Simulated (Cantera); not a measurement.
An isothermal, constant-pressure homogeneous reactor starts with C₂H₆ : N₂ = 1 : 2 (molar parts), at 1400 K and 1.01 bar. Integrator tolerance rtol = 1e-08.

Cantera simulation using GRI-Mech 3.0 (53 species, 325 reactions); the numbers are that mechanism's predictions, not measurements. GRI-Mech 3.0 stops at C3 and has no aromatics, soot or wall deposition, so with more carbon than oxygen in the feed, carbon stays in small species such as C2H2 where larger ones or solid carbon would form.

Q: What does this change do: N2 2 to 16 parts?

A: 
```tsv
quantity	before	after
x(C₂H₆) at 2.00 s	0.000154 (gas-phase equilibrium 0.000114)	4.85e-6 (gas-phase equilibrium 2.51e-6)
x(H₂) at 2.00 s	0.269 (gas-phase equilibrium 0.260)	0.0846 (gas-phase equilibrium 0.0899)
x(HCN) at 2.00 s	1.38e-9 (gas-phase equilibrium 0.0918)	1.32e-8 (gas-phase equilibrium 0.0560)
x(C₂H₂) at 2.00 s	0.144 (gas-phase equilibrium 0.102)	0.0439 (gas-phase equilibrium 0.0188)
x(CH₃) at 2.00 s	2.36e-5 (gas-phase equilibrium 2.20e-5)	4.42e-6 (gas-phase equilibrium 3.27e-6)
x(CH₄) at 2.00 s	0.102 (gas-phase equilibrium 0.115)	0.0128 (gas-phase equilibrium 0.0101)
```

Q: What does this change do: pressure from 1.01 bar to 0.00690 bar?

A: 
| quantity | before | after |
|---|---|---|
| x(C₂H₆) at 2.00 s | 0.000154 (gas-phase equilibrium 0.000114) | 5.93e-6 (gas-phase equilibrium 1.79e-8) |
| x(H₂) at 2.00 s | 0.269 (gas-phase equilibrium 0.260) | 0.268 (gas-phase equilibrium 0.398) |
| x(HCN) at 2.00 s | 1.38e-9 (gas-phase equilibrium 0.0918) | 2.99e-8 (gas-phase equilibrium 0.102) |
| x(C₂H₂) at 2.00 s | 0.144 (gas-phase equilibrium 0.102) | 0.148 (gas-phase equilibrium 0.148) |
| x(CH₃) at 2.00 s | 2.36e-5 (gas-phase equilibrium 2.20e-5) | 6.82e-5 (gas-phase equilibrium 3.35e-6) |
| x(CH₄) at 2.00 s | 0.102 (gas-phase equilibrium 0.115) | 0.106 (gas-phase equilibrium 0.00179) |
Radical loss at walls, strong at low pressure, is not modelled.
